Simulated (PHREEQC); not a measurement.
0.013 g of hydrous ferric oxide (600 m²/g; 0.2 weak and 0.005 strong sites per Fe, Dzombak-Morel constants, diffuse double layer) in 1 kg of water with 0.05 mol/kgw of an inert sodium salt and 6e-06 mol NaF, at 25 °C; the pH is set by adding NaOH or the inert anion's acid. O2 is buffered at 0.21 atm. No CO2 enters from the air. Precipitation was switched off in this run.

Base run: PHREEQC, ion-association model, wateq4f.dat. Each further column changes one thing. The table gives surface charge σ (C/m²).

| pH | base | background salt from 0.05 to 0.005 mol/kgw | oxide from 0.013 to 0.065 g/kgw | 2.7e-05 mol/kgw BaCl2 added |
|---|---|---|---|---|
| 3 | 0.346 | 0.273 | 0.350 | 0.346 |
| 3.67 | 0.310 | … | 0.316 | 0.310 |
| 4.33 | 0.249 | 0.133 | 0.253 | 0.249 |
| 5.67 | 0.113 | 0.049 | 0.113 | 0.113 |
| 6.33 | 0.067 | … | 0.067 | 0.067 |
| 7 | 0.034 | 0.013 | 0.034 | 0.034 |
| 7.67 | 0.012 | … | 0.012 | 0.013 |
| 8.33 | -0.006 | … | -0.006 | -0.004 |
| 9.67 | -0.055 | -0.021 | -0.055 | -0.047 |
| 10.33 | -0.097 | -0.042 | -0.097 | … |
| 11 | -0.158 | … | -0.158 | … |

**Question.** Fill in the missing entries.

**Answer.** 
- 3.67, background salt from 0.05 to 0.005 mol/kgw: 0.197
- 6.33, background salt from 0.05 to 0.005 mol/kgw: 0.027
- 7.67, background salt from 0.05 to 0.005 mol/kgw: 0.004
- 8.33, background salt from 0.05 to 0.005 mol/kgw: -0.002
- 10.33, 2.7e-05 mol/kgw BaCl2 added: -0.066
- 11, background salt from 0.05 to 0.005 mol/kgw: -0.081
- 11, 2.7e-05 mol/kgw BaCl2 added: -0.076

The oxide is taken as insoluble; below pH 4 it would dissolve.
